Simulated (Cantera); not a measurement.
A freely propagating, adiabatic, planar premixed flame of 11.1 % CH4, 0.443 % C2H6, 18.6 % O2, 69.9 % N2, equivalence ratio 1.3, unburnt at 598 K and 13300 Pa; mixture-averaged transport, grid criteria slope 0.08 and curve 0.16, no radiation.

Detailed kinetics in Cantera: GRI-Mech 3.0 (53 species, 325 reactions). Burning velocities carry a grid error of a few per cent, more on coarse grids.

Problem. Predict: laminar burning velocity; thermal thickness; peak x(H); peak x(H2).

Solution. laminar burning velocity: 155 cm/s
thermal thickness: 2.10 mm
peak x(H): 0.0173
peak x(H2): 0.0510
